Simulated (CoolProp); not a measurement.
200 sccm (0 °C, 1 atm) of nitrogen bubbles through liquid n-perfluorohexane at 298.4 K and leaves saturated at a total pressure of 0.15 MPa (ideal gas phase). Each further row changes one setting.

The numbers come from the reference Helmholtz-energy equation of state, Gao 2022 in CoolProp.

```json
[
 {"case": "as stated", "vapour pressure (kPa)": "29.7", "mole fraction of vapour": "…", "delivery (mg/min)": "746", "delivery (sccm)": "…", "change of delivery for a bath 1 K warmer (%)": "…"},
 {"case": "bath temperature 303.4 K", "vapour pressure (kPa)": "36.8", "mole fraction of vapour": "0.246", "delivery (mg/min)": "981", "delivery (sccm)": "65.1", "change of delivery for a bath 1 K warmer (%)": "5.7"},
 {"case": "total pressure 0.3 MPa", "vapour pressure (kPa)": "29.7", "mole fraction of vapour": "0.0991", "delivery (mg/min)": "332", "delivery (sccm)": "22.0", "change of delivery for a bath 1 K warmer (%)": "5.0"}
]
```

Q: Fill in the missing entries.

A: 
- as stated, mole fraction of vapour: 0.198
- as stated, delivery (sccm): 49.4
- as stated, change of delivery for a bath 1 K warmer (%): 5.6
